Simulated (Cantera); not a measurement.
Input: 1 mol Si₂H₆, 0.42 mol O₃, 0.24 mol H₂, at 1.00 Torr.

Equilibrium computed with Cantera from the NASA thermochemical tables; the gas is ideal and each condensed phase is pure. Candidate condensed phases: H₂O, Si, SiO₂; 18 gas species. The feed counts by its element totals alone. Mutual solubility and eutectic melting of coexisting phases are not modelled. The tables hold silica as quartz up to 1696 K and as liquid above; real silica turns to tridymite and cristobalite and melts near 1996 K. Equilibrium is a limit: real reactors are often held back by kinetics, nucleation or transport. All values below are at 1398 K.

Base state: H₂ 0.947, SiO 0.0527, H 0.000126 (mole fractions); condensed: Si(s) + SiO₂(β-quartz).

Question: What changes in the equilibrium state with this change: pressure from 1.00 Torr to 0.0975 Torr?

Answer: 
```
species                before     after
-------------------  --------  --------
H₂                      0.947     0.720
SiO                    0.0527     0.280
H                    0.000126  0.000352
Si(s), mol               1.28     0.740
SiO₂(β-quartz), mol     0.540         0
```
